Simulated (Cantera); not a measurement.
Input: 1 mol C, 0.18 mol CO2, 1.2 mol H2, 0.011 mol O2, held at 10000 Pa.

Equilibrium computed with Cantera from the NASA thermochemical tables; the gas is ideal and each condensed phase is pure. Candidate condensed phases: C, C6H6, C7H8, C8H18, H2O; 110 gas species. Kinetics and transport are ignored.

Over these rows the condensed part is C(graphite). Partial pressures as log10 of bar:

```
T (K)  1000/T (1/K)  log p H2O  log p H2  log p CO
-----  ------------  ---------  --------  --------
1048         0.9542      -3.47     -1.12     -1.62
1248         0.8013      -4.55     -1.12     -1.62
1448         0.6906      -5.33     -1.12     -1.62
1648         0.6068      -5.92     -1.12     -1.62
1848         0.5411      -6.38     -1.12     -1.62
2048         0.4883          ?     -1.12     -1.62
```

### Question
Fit log p(H2O) = a + b·(1000/T) to the five rows, give the apparent enthalpy, and predict the row at 2048 K.

### Answer
Means: 1000/T = 0.7188, log p = -5.130. Sxy = 0.754859, Sxx = 0.1071359, so b = 7.05 and a = -5.130 − (7.05)×0.7188 = -10.20.
Apparent enthalpy: −19.145 × (7.05) = -135 kJ/mol. With the condensed phases at unit activity, H2(g) + CO(g) = H2O(g) + C(graphite) links this pressure to the main gases: over the six rows their terms move log p by +0.00 in all, so the slope is close to that reaction's ΔH°. The five rows lie within 0.01 of the line.
Prediction at 2048 K: -10.20 + (7.05)×0.4883 = -6.76. The computed value is -6.75, 0.01 from the line.
